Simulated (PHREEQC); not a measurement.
Ca(OH)2 is added in steps, without added water, to 1 kg of water holding 0.0069 mol/kgw NiCl2, 0.047 mol/kgw KCl and 0.00017 mol/kgw FeSO4, at 25 °C. No oxygen is let in. CO2 is held at log p = -3.4 (atm). Only these solids could form: Calcite, Gypsum, Portlandite, Siderite, Ni(OH)2, NiCO3, Ni4(OH)6SO4, Melanterite, Morenosite.

Base run: PHREEQC, ion-association model, wateq4f.dat. Each further column changes one thing. The table gives pH.

| Ca(OH)2 added (mol) | base | KCl replaced by K2SO4 at the same molality | KCl from 0.047 to 0.235 mol/kgw | diluted 5-fold with water |
|---|---|---|---|---|
| 0 | 5.47 | 5.68 | 5.51 | 5.55 |
| 0.0091 | 7.79 | 7.96 | 7.87 | 8.02 |
| 0.0182 | 7.79 | 7.96 | 7.87 | 8.02 |
| 0.0273 | 7.79 | 7.96 | 7.87 | 8.02 |
| 0.0364 | 7.79 | 7.96 | 7.87 | 8.02 |
| 0.0455 | 7.79 | 7.96 | 7.87 | 8.02 |
| 0.0546 | 7.79 | 7.96 | 7.87 | 8.02 |
| 0.0637 | 7.79 | 7.96 | 7.87 | 8.02 |
| 0.0728 | 7.79 | 7.96 | 7.87 | 8.02 |
| 0.0819 | 7.79 | 7.96 | 7.87 | 8.02 |
| 0.091 | 7.79 | 7.96 | 7.87 | 8.02 |

The database's Ni(OH)2 is the aged solid; a fresh precipitate is more soluble. The database's nickel carbonate constants are estimates that later reviews lower a good deal.
